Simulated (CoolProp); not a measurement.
Model: reference Helmholtz-energy equation of state, Setzmann 1991, in CoolProp.

Task: For methane, give the phase and the cv (kJ/(kg K)), Joule-Thomson coefficient (K/MPa), viscosity (µPa s) at 258.2 K and 5.03 MPa; 415.2 K and 5.03 MPa.

Result: 
- 258.2 K and 5.03 MPa: supercritical; cv 1.72, Joule-Thomson coefficient 5.42, viscosity 11.0
- 415.2 K and 5.03 MPa: supercritical; cv 2.08, Joule-Thomson coefficient 1.82, viscosity 15.3

Viscosity comes from a separate model (Quiñones-Cisneros 2006).
